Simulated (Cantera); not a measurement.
A closed system holds: 1 mol Si, 3.6 mol NF₃, 0.96 mol H₂, equilibrated at 1723 K and 54.0 Pa.

Method: chemical equilibrium by Gibbs-energy minimisation in Cantera with the NASA 1993 tables (ideal gas, pure condensed phases). Candidate condensed phases: Si, Si₃N₄; 37 gas species. Equilibrium is a limit: real reactors are often held back by kinetics, nucleation or transport.

Base state: F 0.508, HF 0.200, N₂ 0.188, SiF₄ 0.104 (mole fractions); condensed: gas only.

Problem. What changes in the equilibrium state with this change: 1.1 mol O₂ added?

Solution. 
```json
[
 {"species": "F", "before": "0.508", "after": "0.456"},
 {"species": "HF", "before": "0.200", "after": "0.179"},
 {"species": "N₂", "before": "0.188", "after": "0.168"},
 {"species": "O₂", "before": "0", "after": "0.102"},
 {"species": "SiF₄", "before": "0.104", "after": "0.0934"},
 {"species": "NO", "before": "0", "after": "0.00102"},
 {"species": "O", "before": "0", "after": "0.000781"}
]
```
Further candidate phases: H₂O, SiO₂, Si₂N₂O.
